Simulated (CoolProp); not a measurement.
Saturated liquid density (kg/m³) of C3F8 (R218): the reference equation beside estimates from Tc = 345.0 K, pc = 2640 kPa, ω = 0.317. Rackett uses Z = 0.29056 − 0.08775 ω.

Model: reference Helmholtz-energy equation of state, Lemmon 2006, in CoolProp. It is a short technical equation, of lower accuracy than the large ones.

```csv
T (K),reference,Rackett,van der Waals,Redlich-Kwong,Soave-Redlich-Kwong,Peng-Robinson
205.7,1726,1848,1069,1575,1637,1846
212.8,1700,1820,1054,1549,1614,1821
219.9,1674,1791,1039,1522,1589,1795
227,1648,1762,1023,1493,1563,1767
234,1621,1732,1006,1464,1536,1738
241.1,1593,1701,988.8,1434,1508,1706
248.2,1564,1669,970.7,1402,1477,1673
255.2,1535,1636,952.2,1369,1445,1638
262.3,1504,1602,932.6,1333,1411,1600
269.4,1472,1566,912.0,1297,1375,1559
276.5,1439,1529,890.3,1258,1335,1516
```

Absolute difference from the reference over all 11 rows, mean and median: Rackett 6.7 and 6.8 %, van der Waals 38.0 and 38.0 %, Redlich-Kwong 10.3 and 10.0 %, Soave-Redlich-Kwong 5.7 and 5.3 %, Peng-Robinson 6.7 and 7.0 %.
